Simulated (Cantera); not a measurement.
What does this Cantera script print?

```python
import numpy as np
import cantera as ct

gas_names = """
    CL CL2 N N2 Sr SrCL SrCL2
""".split()
cond_names = """
    Sr(a) Sr(b) Sr(L) SrCL2(a) SrCL2(b) SrCL2(L)
""".split()


# ... load() reads the species with a 1 bar reference pressure and builds the phases ...
atoms = {
    'SrCl2': {'Sr': 1, 'CL': 2},
    'N2': {'N': 2},
}
top_T = {}  # K; cautious upper limits of use, not melting points


# ... equilibrate(T, P, feed) seeds the gas with the atoms and calls Mixture.equilibrate('TP', solver="vcs", rtol=1e-11, max_steps=5000) ...
results = []
feed = {'SrCl2': 1, 'N2': 0.33}  # mol
P = 133.322  # Pa
for T in [948, 998, 1048, 1098, 1148, 1198, 1248, 1298, 1348, 1398, 1448, 1498, 1548]:
    mix = equilibrate(T, P, feed)
    results.append((T, P, feed, dict(zip(mix.species_names, mix.species_moles))))
    x = sorted(zip(gas.X, gas.species_names), reverse=True)
    print(f"T = {T:g} K  P = {P:g} Pa  gas = {mix.phase_moles(0):.4g} mol")
    print("   x: " + "  ".join(f"{s} {v:.3e}" for v, s in x if v > 1e-06))
    print("   condensed (mol): " + ("  ".join(f"{mix.phase(i).name} {mix.phase_moles(i):.4g}"
          for i in range(1, mix.n_phases) if mix.phase_moles(i) > 1e-12) or "none"))
```

Result:

```
T = 948 K  P = 133.322 Pa  gas = 0.33 mol
   x: N2 1.000e+00
   condensed (mol): SrCL2(a) 1
T = 998 K  P = 133.322 Pa  gas = 0.33 mol
   x: N2 1.000e+00  SrCL2 1.412e-06
   condensed (mol): SrCL2(a) 1
T = 1048 K  P = 133.322 Pa  gas = 0.33 mol
   x: N2 1.000e+00  SrCL2 9.293e-06
   condensed (mol): SrCL2(b) 1
T = 1098 K  P = 133.322 Pa  gas = 0.33 mol
   x: N2 9.999e-01  SrCL2 5.059e-05
   condensed (mol): SrCL2(b) 1
T = 1148 K  P = 133.322 Pa  gas = 0.3301 mol
   x: N2 9.998e-01  SrCL2 2.336e-04
   condensed (mol): SrCL2(L) 0.9999
T = 1198 K  P = 133.322 Pa  gas = 0.3303 mol
   x: N2 9.991e-01  SrCL2 8.751e-04
   condensed (mol): SrCL2(L) 0.9997
T = 1248 K  P = 133.322 Pa  gas = 0.331 mol
   x: N2 9.971e-01  SrCL2 2.921e-03
   condensed (mol): SrCL2(L) 0.999
T = 1298 K  P = 133.322 Pa  gas = 0.3329 mol
   x: N2 9.912e-01  SrCL2 8.808e-03
   condensed (mol): SrCL2(L) 0.9971
T = 1348 K  P = 133.322 Pa  gas = 0.3382 mol
   x: N2 9.757e-01  SrCL2 2.428e-02  CL 1.583e-06  SrCL 1.579e-06
   condensed (mol): SrCL2(L) 0.9918
T = 1398 K  P = 133.322 Pa  gas = 0.3517 mol
   x: N2 9.382e-01  SrCL2 6.178e-02  CL 5.372e-06  SrCL 5.357e-06
   condensed (mol): SrCL2(L) 0.9783
T = 1448 K  P = 133.322 Pa  gas = 0.3866 mol
   x: N2 8.536e-01  SrCL2 1.464e-01  CL 1.670e-05  SrCL 1.665e-05
   condensed (mol): SrCL2(L) 0.9434
T = 1498 K  P = 133.322 Pa  gas = 0.4892 mol
   x: N2 6.746e-01  SrCL2 3.253e-01  CL 4.799e-05  SrCL 4.783e-05
   condensed (mol): SrCL2(L) 0.8409
T = 1548 K  P = 133.322 Pa  gas = 1.04 mol
   x: SrCL2 6.824e-01  N2 3.174e-01  CL 1.284e-04  SrCL 1.280e-04
   condensed (mol): SrCL2(L) 0.2903
```

Method: chemical equilibrium by Gibbs-energy minimisation in Cantera with the NASA 1993 tables (ideal gas, pure condensed phases).
